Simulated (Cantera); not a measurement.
**Stirred combustor or abatement burner**

A perfectly stirred reactor is fed with CH4 : C2H6 : O2 : N2 = 1 : 0.25 : 2.88 : 22.4 (molar parts), at 1.01 bar; it is adiabatic with a 325 K inlet, and is followed from long to short residence time, starting on the burning branch (τ in s: 0.032, 0.012, 0.0045, 0.0017, 0.00062, 0.00023, 8.5e-05, 3.2e-05, 1.2e-05).

Computed with Cantera and GRI-Mech 3.0 (53 species, 325 reactions).

| τ (s) | T (K) | x CH4 | x C2H6 | x O2 | x N2O | x H2O |
|---|---|---|---|---|---|---|
| 0.032 | 1537 | 3.67e-5 | 1.99e-6 | 0.00352 | 8.30e-8 | 0.0996 |
| 0.012 | 1515 | 7.81e-5 | 4.07e-6 | 0.00479 | 8.11e-8 | 0.0984 |
| 0.0045 | 1482 | 0.000192 | 9.52e-6 | 0.00687 | 7.83e-8 | 0.0969 |
| 0.0017 | 325 | 0.0377 | 0.00942 | 0.109 | <1e-12 | <1e-12 |
| 0.00062 | 325 | 0.0377 | 0.00942 | 0.109 | <1e-12 | <1e-12 |
| 0.00023 | 325 | 0.0377 | 0.00942 | 0.109 | <1e-12 | <1e-12 |
| 8.5e-5 | 325 | 0.0377 | 0.00942 | 0.109 | <1e-12 | <1e-12 |
| 3.2e-5 | 325 | 0.0377 | 0.00942 | 0.109 | <1e-12 | <1e-12 |
| 1.2e-5 | 325 | 0.0377 | 0.00942 | 0.109 | <1e-12 | <1e-12 |
x: mole fraction; the columns are a selection and need not sum to one.
